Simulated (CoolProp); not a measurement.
Values from CoolProp's reference Helmholtz-energy equation of state, Wu 2011.

Problem. For dimethyl ether, give the phase and the Joule-Thomson coefficient (K/MPa), viscosity (µPa s) at 356.7 K and 0.101 MPa.

Solution. 
- 356.7 K and 0.101 MPa: gas; Joule-Thomson coefficient 12.8, viscosity 10.8

Viscosity comes from a separate model (Meng 2012).
